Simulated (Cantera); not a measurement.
# Roasting and sulfation: FeS2 + H2S + H2O + O2

Charge: 1 mol FeS2, 2.8 mol H2S, 0.039 mol H2O, 4.7 mol O2, equilibrated at 0.0780 bar.

These are equilibrium values from Cantera (NASA tables, ideal gas, pure condensed phases), not measurements of a reactor. Candidate condensed phases: Fe, FeO, Fe(OH)2, Fe(OH)3, FeS, FeSO4, FeS2, Fe2O3, Fe2(SO4)3, Fe3O4, H2O, H2SO4, S; 22 gas species. Metal and sulfide melt together well below either melting point, which pure phases cannot show. Mutual solubility and eutectic melting of coexisting phases are not modelled. The tables' stoichiometric FeO is somewhat more stable than real wüstite, so its field is too wide. FeO, FeS: taken at fixed stoichiometry. Gases not in the tables: S3 to S7. Kinetics and transport are ignored.

```json
[
 {"T (K)": "948", "x SO2": "0.523", "x H2O": "0.434", "x S2": "0.0297", "x H2": "0.000911", "x SO": "1.68e-5", "x H2S": "0.0108", "x S2O": "0.00163", "x SH": "2.61e-6", "n FeS(s)": "1.00", "n Fe3O4(s)": "0", "n FeO(s)": "0"},
 {"T (K)": "1048", "x SO2": "0.522", "x H2O": "0.435", "x S2": "0.0311", "x H2": "0.00208", "x SO": "7.40e-5", "x H2S": "0.00847", "x S2O": "0.00161", "x SH": "9.94e-6", "n FeS(s)": "1.00", "n Fe3O4(s)": "0", "n FeO(s)": "0"},
 {"T (K)": "1148", "x SO2": "0.510", "x H2O": "0.430", "x S2": "0.0441", "x H2": "0.00447", "x SO": "0.000269", "x H2S": "0.00880", "x S2O": "0.00199", "x SH": "3.65e-5", "n FeS(s)": "0.890", "n Fe3O4(s)": "0.0366", "n FeO(s)": "0"},
 {"T (K)": "1248", "x SO2": "0.495", "x H2O": "0.424", "x S2": "0.0601", "x H2": "0.00855", "x SO": "0.000794", "x H2S": "0.00921", "x S2O": "0.00240", "x SH": "0.000110", "n FeS(s)": "0.751", "n Fe3O4(s)": "0.0831", "n FeO(s)": "0"},
 {"T (K)": "1348", "x SO2": "0.473", "x H2O": "0.409", "x S2": "0.0873", "x H2": "0.0151", "x SO": "0.00203", "x H2S": "0.0103", "x S2O": "0.00302", "x SH": "0.000301", "n FeS(s)": "0.447", "n Fe3O4(s)": "0", "n FeO(s)": "0.553"},
 {"T (K)": "1448", "x SO2": "0.435", "x H2O": "0.388", "x S2": "0.130", "x H2": "0.0254", "x SO": "0.00454", "x H2S": "0.0121", "x S2O": "0.00382", "x SH": "0.000752", "n FeS(s)": "0", "n Fe3O4(s)": "0", "n FeO(s)": "1.000"},
 {"T (K)": "1548", "x SO2": "0.436", "x H2O": "0.378", "x S2": "0.127", "x H2": "0.0356", "x SO": "0.00866", "x H2S": "0.0103", "x S2O": "0.00367", "x SH": "0.00131", "n FeS(s)": "0", "n Fe3O4(s)": "0", "n FeO(s)": "1.000"},
 {"T (K)": "1648", "x SO2": "0.435", "x H2O": "0.365", "x S2": "0.122", "x H2": "0.0474", "x SO": "0.0152", "x H2S": "0.00875", "x S2O": "0.00350", "x SH": "0.00210", "n FeS(s)": "0", "n Fe3O4(s)": "0", "n FeO(s)": "1.000"}
]
```
x: gas mole fraction; n: condensed amount in mol.

From 948 K to 1048 K the condensed part is FeS(s). From 1148 K to 1248 K the condensed part is FeS(s) + Fe3O4(s). At 1348 K the condensed part is FeO(s) + FeS(s). From 1448 K to 1648 K the condensed part is FeO(s).
